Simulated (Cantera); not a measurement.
A closed system holds: 1 mol Si, 1.4 mol NF₃, 1.2 mol N₂, 4.3 mol F₂, at 1175 °C and 0.0120 bar.

Cantera equilibrium calculation (NASA polynomials, part measured and part estimated; ideal gas, pure solids and liquids). Candidate condensed phases: Si, Si₃N₄; 16 gas species. Equilibrium is a limit: real reactors are often held back by kinetics, nucleation or transport.

Base state: F 0.750, N₂ 0.163, SiF₄ 0.0856, F₂ 0.00147 (mole fractions); condensed: gas only.

Task: What changes in the equilibrium state with this change: 0.034 mol H₂ added?

Result: 
```
species   before    after
-------  -------  -------
F          0.750    0.745
N₂         0.163    0.163
SiF₄      0.0856   0.0856
HF             0  0.00582
F₂       0.00147  0.00145
```
